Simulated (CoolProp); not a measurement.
Saturation properties of R1336mzz(Z) (Tc = 444.5 K, pc = 2904 kPa, ω = 0.386).

Model: reference Helmholtz-energy equation of state, McLinden 2020, in CoolProp.

| T (K) | p (kPa) | liquid cp (kJ/(kg K)) | vapour Z |
|---|---|---|---|
| 219.7 | 0.8346 | 1.054 | 0.9985 |
| 240.3 | 3.838 | 1.100 | 0.9951 |
| 260.8 | 13.14 | 1.144 | 0.9878 |
| 281.3 | 36.23 | 1.186 | 0.9746 |
| 301.9 | 85.01 | 1.228 | 0.9538 |
| 322.4 | 174.8 | 1.272 | 0.9241 |
| 343 | 326.0 | 1.320 | 0.8840 |
| 363.5 | 560.0 | 1.376 | 0.8319 |
| 384.1 | 905.6 | 1.453 | 0.7651 |
| 404.6 | 1390 | 1.583 | 0.6790 |
| 425.2 | 2057 | 1.937 | 0.5593 |

It boils at 306.6 K under 1 atm.
